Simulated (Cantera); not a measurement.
A freely propagating, adiabatic, planar premixed flame of CH₄ : O₂ : N₂ = 0.76 : 2.47 : 8.4 (molar parts), equivalence ratio 0.62, unburnt at 723 K and 6080 Torr; mixture-averaged transport, grid criteria slope 0.08 and curve 0.16, no radiation.

Model: GRI-Mech 3.0 (53 species, 325 reactions), integrated in Cantera. Burning velocities carry a grid error of a few per cent, more on coarse grids.

Predict: laminar burning velocity; thermal thickness; peak x(C₂H₂); peak x(C₂H); peak x(H).


- laminar burning velocity = 53.4 cm/s
- thermal thickness = 0.0866 mm
- peak x(C₂H₂) = 3.17e-5
- peak x(C₂H) = 3.23e-8
- peak x(H) = 0.000471
